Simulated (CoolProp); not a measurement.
Properties of c-C4F8 (RC318) along the isotherm 170.25 °C (Tc = 115.2 °C, pc = 2.778 MPa, ω = 0.355).

Computed with CoolProp (reference Helmholtz-energy equation of state, Platzer 1990). This equation is an older, rougher fit; its heat capacities, sound speeds and derivatives of the liquid may be far off and weren't checked against measurements.

| p (MPa) | phase | Z | conductivity (mW/(m K)) | Prandtl number |
|---|---|---|---|---|
| 1.54 | gas | … | 23.7 | 0.796 |
| 3.09 | supercritical | 0.7384 | 26.8 | 0.942 |
| 4.63 | supercritical | 0.5919 | … | 1.34 |
| 6.17 | supercritical | 0.5093 | … | … |
| 7.72 | supercritical | 0.5158 | 39.6 | 2.33 |
| 9.26 | supercritical | … | 41.7 | 2.55 |
| 10.8 | supercritical | 0.6053 | 43.6 | 2.71 |
| 12.3 | supercritical | … | 45.3 | 2.83 |
| 13.9 | supercritical | 0.7150 | 47.0 | … |

Q: Fill in the missing entries.

A: 
- 1.54, Z: 0.8783
- 4.63, conductivity (mW/(m K)): 32.4
- 6.17, conductivity (mW/(m K)): 37.0
- 6.17, Prandtl number: 1.96
- 9.26, Z: 0.5554
- 12.3, Z: 0.6576
- 13.9, Prandtl number: 2.94

Viscosity comes from a separate model (Huber 2003), an estimate that may be off by 10 % or more. Thermal conductivity comes from a separate model (Huber 2003), an estimate that may be off by 10 % or more.
